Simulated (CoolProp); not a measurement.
Vapour-liquid equilibrium of R134a (1) + R124 (2) at 0.000807 MPa; x and y are mole fractions of (1).

Values from CoolProp's multi-fluid Helmholtz-energy mixture model, Tillner-Roth 1994 and de Vries 1995; pair parameters Bell 2016.

Give the bubble temperature and the first vapour's composition at x = 0.2, 0.575, 0.8. Is there an azeotrope?

x = 0.2: 181.7 K, y = 0.412; x = 0.575: 178.5 K, y = 0.751; x = 0.8: 177.4 K, y = 0.881. No azeotrope shows between x = 0.05 and 0.95.

The pair parameters rest on a limited set of measurements; away from them the model extrapolates.
